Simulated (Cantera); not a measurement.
Fe2O3 + H2 + N2 (hydrogen reduction and annealing atmospheres)

Feed: 1 mol Fe2O3, a varied amount of H2, 42 mol N2, held at 900 °C and 1 atm.

Method: chemical equilibrium by Gibbs-energy minimisation in Cantera with the NASA 1993 tables (ideal gas, pure condensed phases). Candidate condensed phases: Fe, FeO, Fe(OH)2, Fe(OH)3, Fe2O3, Fe3O4, H2O; 27 gas species. Equilibrium is a limit: real reactors are often held back by kinetics, nucleation or transport.

```csv
n(H2) (mol),x H2,x N2,x H2O,x NH3,x H,n Fe(α)
230,0.835,0.154,0.0110,6.60e-5,1.07e-7,2.00
510,0.918,0.0761,0.00544,5.35e-5,1.12e-7,2.00
800,0.947,0.0499,0.00356,4.53e-5,1.14e-7,2.00
1100,0.961,0.0368,0.00263,3.98e-5,1.15e-7,2.00
1400,0.969,0.0291,0.00208,3.58e-5,1.15e-7,2.00
1600,0.973,0.0256,0.00183,3.38e-5,1.16e-7,2.00
1900,0.977,0.0216,0.00154,3.13e-5,1.16e-7,2.00
2200,0.980,0.0187,0.00134,2.92e-5,1.16e-7,2.00
2500,0.982,0.0165,0.00118,2.76e-5,1.16e-7,2.00
```
x: gas mole fraction; n: condensed amount in mol.

From 230 mol H2 to 2500 mol H2 the condensed part is Fe(α).
